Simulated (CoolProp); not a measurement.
Vapour-liquid equilibrium of propane (1) + n-pentane (2) at 0.499 MPa; x and y are mole fractions of (1).

Computed with CoolProp (multi-fluid Helmholtz-energy mixture model, Lemmon 2009 and Thol 2019; pair parameters Kunz 2012).

```
x      bubble temperature (K)  y at the bubble point  dew temperature at overall composition x (K)  liquid density (mol/L)
-----  ----------------------  ---------------------  --------------------------------------------  ----------------------
0.05                    353.9                  0.256                                         363.5                   7.817
0.125                   338.8                  0.519                                         360.2                   8.161
0.2                     326.6                  0.680                                         356.7                     [?]
0.275                   316.8                  0.779                                         353.0                   8.805
0.35                    309.0                  0.843                                         349.0                     [?]
0.425                   302.6                  0.885                                         344.7                   9.435
0.5                     297.3                  0.915                                         340.1                   9.757
0.575                   292.7                    [?]                                         334.9                   10.09
0.65                    288.8                  0.954                                         329.1                   10.42
0.725                   285.3                  0.967                                         322.4                   10.76
0.8                     282.1                  0.978                                         314.4                   11.10
0.875                     [?]                  0.987                                         304.3                   11.43
0.95                    276.6                  0.995                                         289.8                   11.74
```

Q: Complete the blanks.

A: 
- 0.2, liquid density (mol/L): 8.488
- 0.35, liquid density (mol/L): 9.118
- 0.575, y at the bubble point: 0.937
- 0.875, bubble temperature (K): 279.3

No azeotrope shows between x = 0.05 and 0.95.

The pair parameters rest on a limited set of measurements; away from them the model extrapolates.
